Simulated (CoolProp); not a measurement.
Model: reference Helmholtz-energy equation of state, Lemmon 2006, in CoolProp. It is a short technical equation, of lower accuracy than the large ones.

Task: For R141b, give the phase and the Z, cv (kJ/(kg K)), expansivity (1/kK) at 141.95 °C and 6.74 MPa; 209.85 °C and 6.74 MPa.

Result: 
- 141.95 °C and 6.74 MPa: liquid; Z 0.229, cv 0.915, expansivity 2.66
- 209.85 °C and 6.74 MPa: supercritical; Z 0.262, cv 0.990, expansivity 7.77
